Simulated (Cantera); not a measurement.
**Equilibrium for silicon nitride deposition: SiH4 + NH3 + H2**

Charge: 1 mol SiH4, 8.3 mol NH3, 7 mol H2.

These are equilibrium values from Cantera (NASA tables, ideal gas, pure condensed phases), not measurements of a reactor. Candidate condensed phases: Si, Si3N4; 18 gas species. Equilibrium is a limit: real reactors are often held back by kinetics, nucleation or transport.

Stable condensed phases:

```
T in K \ P in Pa
              5     26    140    710   3700  19000 100000
   1523       A      A      B      B      B      B      B
   1448       A      B      B      B      B      B      B
   1373       B      B      B      B      B      B      B
   1298       B      B      B      B      B      B      B
   1223       B      B      B      B      B      B      B
   1148       B      B      B      B      B      B      B
   1073       B      B      B      B      B      B      B
    998       B      B      B      B      B      B      B
    923       B      B      B      B      B      B      B
```

A: Si; B: Si3N4.
